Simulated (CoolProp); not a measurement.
Vapour-liquid equilibrium of isobutane (1) + acetone (2) at 12.65 °C; x and y are mole fractions of (1).

The numbers come from the multi-fluid Helmholtz-energy mixture model, Bücker 2006 and Lemmon 2006; pair parameters Bell 2016 in CoolProp.

| x | bubble pressure, mixture model (MPa) | bubble pressure, Raoult's law (MPa) | y, mixture model | y, Raoult's law |
|---|---|---|---|---|
| 0.05 | 0.06986 | 0.02870 | 0.754 | 0.419 |
| 0.15 | 0.1412 | 0.05098 | 0.883 | 0.707 |
| 0.25 | 0.1794 | 0.07326 | 0.912 | 0.820 |
| 0.35 | 0.1973 | 0.09554 | 0.922 | 0.881 |
| 0.45 | 0.2047 | 0.1178 | 0.927 | 0.918 |
| 0.55 | 0.2079 | 0.1401 | 0.929 | 0.944 |
| 0.65 | 0.2109 | 0.1624 | 0.932 | 0.962 |
| 0.75 | 0.2158 | 0.1847 | 0.937 | 0.976 |
| 0.85 | 0.2236 | 0.2070 | 0.950 | 0.987 |
| 0.95 | 0.2344 | 0.2292 | 0.977 | 0.996 |

The largest gap from Raoult's law is +177.0 % in bubble pressure, at x = 0.15. No azeotrope shows between x = 0.05 and 0.95.

Pair parameters are fitted to limited data, so mixtures are less certain than the pure fluids. With so large a gap from Raoult's law the liquid may split in two, which this calculation doesn't test in full.
